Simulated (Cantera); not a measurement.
A Cantera script and what it prints.

```python
import numpy as np
import cantera as ct

gas_names = """
    C CO COS CO2 CS CS2 C2 C2O C3 C3O2 C4 C5 Fe FeC5O5 FeO O O2 O3 S SO SO2 SO3 S2 S2O S8
""".split()
cond_names = """
    C(gr) Fe(a) Fe(c) Fe(d) Fe(L) FeC5O5(L) FeO(s) FeO(L) FeS(a) FeS(b) FeS(c) FeS(L) FeSO4(s) FeS2(s)
    Fe2O3(s) Fe2S3O12(s) Fe3O4(s) S(cr1) S(cr2) S(L)
""".split()


# ... load() reads the species with a 1 bar reference pressure and builds the phases ...
atoms = {
    'FeS': {'Fe': 1, 'S': 1},
    'O2': {'O': 2},
    'CO2': {'C': 1, 'O': 2},
}
top_T = {'C(gr)': 4500, 'FeSO4(s)': 950, 'FeS2(s)': 1010, 'Fe2O3(s)': 1830, 'Fe2S3O12(s)': 1100, 'Fe3O4(s)': 1870}  # K; cautious upper limits of use, not melting points


# ... equilibrate(T, P, feed) seeds the gas with the atoms and calls Mixture.equilibrate('TP', solver="vcs", rtol=1e-11, max_steps=5000) ...
results = []
feed = {'FeS': 1, 'O2': 0.16, 'CO2': 4.6}  # mol
P = 12000  # Pa
for T in [723, 823, 923, 1023, 1123, 1223, 1323, 1423, 1523, 1623, 1723, 1823, 1923]:
    mix = equilibrate(T, P, feed)
    results.append((T, P, feed, dict(zip(mix.species_names, mix.species_moles))))
    x = sorted(zip(gas.X, gas.species_names), reverse=True)
    print(f"T = {T:g} K  P = {P:g} Pa  gas = {mix.phase_moles(0):.4g} mol")
    print("   x: " + "  ".join(f"{s} {v:.3e}" for v, s in x if v > 1e-05))
    print("   condensed (mol): " + ("  ".join(f"{mix.phase(i).name} {mix.phase_moles(i):.4g}"
          for i in range(1, mix.n_phases) if mix.phase_moles(i) > 1e-12) or "none"))
```

Output:

```
T = 723 K  P = 12000 Pa  gas = 4.601 mol
   x: CO2 9.996e-01  SO2 2.530e-04  CO 1.098e-04  COS 3.195e-05
   condensed (mol): FeS(c) 0.5239  FeS2(s) 0.2374  Fe3O4(s) 0.07958
T = 823 K  P = 12000 Pa  gas = 4.697 mol
   x: CO2 9.790e-01  SO2 2.001e-02  S2 6.032e-04  CO 2.756e-04  COS 1.051e-04  S2O 2.066e-05
   condensed (mol): FeS(c) 0.8997  Fe3O4(s) 0.03344
T = 923 K  P = 12000 Pa  gas = 4.699 mol
   x: CO2 9.771e-01  SO2 1.998e-02  CO 1.612e-03  S2 1.103e-03  COS 1.973e-04  S2O 3.051e-05
   condensed (mol): FeS(c) 0.8945  Fe3O4(s) 0.03515
T = 1023 K  P = 12000 Pa  gas = 4.707 mol
   x: CO2 9.704e-01  SO2 2.078e-02  CO 6.563e-03  S2 1.880e-03  COS 3.314e-04  S2O 4.416e-05
   condensed (mol): FeS(c) 0.8825  Fe3O4(s) 0.03916
T = 1123 K  P = 12000 Pa  gas = 4.727 mol
   x: CO2 9.527e-01  SO2 2.362e-02  CO 1.991e-02  S2 3.157e-03  COS 5.085e-04  S2O 6.673e-05  SO 2.024e-05
   condensed (mol): FeS(c) 0.8554  Fe3O4(s) 0.0482
T = 1223 K  P = 12000 Pa  gas = 4.768 mol
   x: CO2 9.167e-01  CO 4.726e-02  SO2 2.976e-02  S2 5.380e-03  COS 7.210e-04  S2O 1.081e-04  SO 7.526e-05
   condensed (mol): FeS(c) 0.8019  Fe3O4(s) 0.06602
T = 1323 K  P = 12000 Pa  gas = 4.884 mol
   x: CO2 8.457e-01  CO 9.506e-02  SO2 4.416e-02  S2 1.338e-02  COS 1.182e-03  SO 2.840e-04  S2O 2.534e-04
   condensed (mol): FeO(s) 0.356  FeS(c) 0.644
T = 1423 K  P = 12000 Pa  gas = 5.037 mol
   x: CO2 7.437e-01  CO 1.678e-01  SO2 5.729e-02  S2 2.814e-02  COS 1.722e-03  SO 8.457e-04  S2O 4.919e-04
   condensed (mol): FeO(s) 0.5901  FeS(c) 0.4099
T = 1523 K  P = 12000 Pa  gas = 5.228 mol
   x: CO2 6.272e-01  CO 2.507e-01  SO2 7.096e-02  S2 4.625e-02  SO 2.089e-03  COS 2.028e-03  S2O 7.776e-04  S 3.286e-05
   condensed (mol): FeO(s) 0.8844  FeS(L) 0.1156
T = 1623 K  P = 12000 Pa  gas = 5.349 mol
   x: CO2 5.470e-01  CO 3.114e-01  SO2 9.040e-02  S2 4.448e-02  SO 4.212e-03  COS 1.616e-03  S2O 8.361e-04  S 9.273e-05
   condensed (mol): FeO(s) 1
T = 1723 K  P = 12000 Pa  gas = 5.419 mol
   x: CO2 4.927e-01  CO 3.551e-01  SO2 1.114e-01  S2 3.161e-02  SO 7.229e-03  COS 1.071e-03  S2O 7.060e-04  S 1.991e-04
   condensed (mol): FeO(L) 1
T = 1823 K  P = 12000 Pa  gas = 5.482 mol
   x: CO2 4.466e-01  CO 3.919e-01  SO2 1.285e-01  S2 2.039e-02  SO 1.106e-02  COS 6.828e-04  S2O 5.370e-04  S 3.678e-04  Fe 3.466e-05
   condensed (mol): FeO(L) 0.9998
T = 1923 K  P = 12000 Pa  gas = 5.533 mol
   x: CO 4.193e-01  CO2 4.117e-01  SO2 1.407e-01  SO 1.521e-02  S2 1.156e-02  S 5.843e-04  COS 4.104e-04  S2O 3.618e-04  Fe 1.357e-04
   condensed (mol): FeO(L) 0.9992
```

Cantera equilibrium calculation (NASA polynomials, part measured and part estimated; ideal gas, pure solids and liquids). Metal and sulfide melt together well below either melting point, which pure phases cannot show. Mutual solubility and eutectic melting of coexisting phases are not modelled. The tables' stoichiometric FeO is somewhat more stable than real wüstite, so its field is too wide. FeO, FeS: taken at fixed stoichiometry. Gases not in the tables: S3 to S7.
